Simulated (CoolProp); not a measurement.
The fluid at 293.15 K and 1.75 MPa is throttled through a valve to 1.2 MPa with no heat exchange. The same conditions are run with several fluids, on thermodynamics alone (safety and materials aside).

The numbers come from the reference Helmholtz-energy equation of state of each fluid (ethylene: Smukala 2000; CH3F (R41): Lemmon 2006; methane: Setzmann 1991; carbon dioxide: Span 1996; CF4 (R14): Platzer 1990) in CoolProp. The equations of Platzer and Polt are older, rougher fits.

```csv
fluid,temperature change (K),final density (kg/m³)
ethylene,…,…
CH3F (R41),…,19.9
methane,-2.5,8.15
carbon dioxide,…,…
CF4 (R14),…,46.1
```

Q: Fill in the missing entries.

A: 
- ethylene, temperature change (K): -6.3
- ethylene, final density (kg/m³): 15.4
- CH3F (R41), temperature change (K): -10.4
- carbon dioxide, temperature change (K): -6.5
- carbon dioxide, final density (kg/m³): 23.9
- CF4 (R14), temperature change (K): -3.2
